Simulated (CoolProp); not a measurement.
C3F8 (R218) along the isobar 3.09 MPa: density (kg/m³) from the reference equation and from simpler models built on Tc = 345.0 K, pc = 2.640 MPa, ω = 0.317; each cubic takes its own stable root.

Values from CoolProp's reference Helmholtz-energy equation of state, Lemmon 2006. It is a short technical equation, of lower accuracy than the large ones.

```csv
T (K),phase,reference
179.9,liquid,1824
215.3,liquid,1702
250.6,liquid,1571
286,liquid,1419
321.3,liquid,1215
356.7,supercritical,458.3
392,supercritical,252.2
427.4,supercritical,201.6
```

**Question.** How far does each simpler model (van der Waals, Redlich-Kwong, Soave-Redlich-Kwong, Peng-Robinson) lie from the reference over these 8 states: mean and median of the absolute difference, and the worst?

**Answer.** 
- van der Waals: mean 25.9 %, median 34.8 %, worst -37.5 % at 179.9 K and 3.09 MPa
- Redlich-Kwong: mean 8.2 %, median 8.1 %, worst -14.2 % at 321.3 K and 3.09 MPa
- Soave-Redlich-Kwong: mean 5.3 %, median 5.2 %, worst -10.5 % at 321.3 K and 3.09 MPa
- Peng-Robinson: mean 4.0 %, median 4.0 %, worst +7.6 % at 250.6 K and 3.09 MPa
